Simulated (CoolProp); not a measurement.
A simple Rankine cycle with n-octane: condensing at 309.15 K, boiler at 0.216 MPa, turbine inlet 430.4 K, turbine efficiency 0.6, pump efficiency 0.8, no recuperator. Each further row changes one setting.

The numbers come from the reference Helmholtz-energy equation of state, Beckmüller 2019 in CoolProp.

```tsv
case	thermal efficiency (%)	net work (kJ/kg)	heat in (kJ/kg)	turbine exit temperature (K)	volume ratio over the turbine
as stated	12.0	70.1	584	392.6	64.0
turbine inlet 450.4 K	11.7	74.0	…	413.0	…
condensing temperature 301.15 K	12.8	…	603	389.2	97.2
boiler pressure 0.151 MPa	11.1	…	588	…	43.8
turbine efficiency 0.5	…	58.4	584	398.2	64.9
```

Fill in the missing entries.


- turbine inlet 450.4 K, heat in (kJ/kg): 631
- turbine inlet 450.4 K, volume ratio over the turbine: 63.2
- condensing temperature 301.15 K, net work (kJ/kg): 76.9
- boiler pressure 0.151 MPa, net work (kJ/kg): 65.2
- boiler pressure 0.151 MPa, turbine exit temperature (K): 396.7
- turbine efficiency 0.5, thermal efficiency (%): 10.0
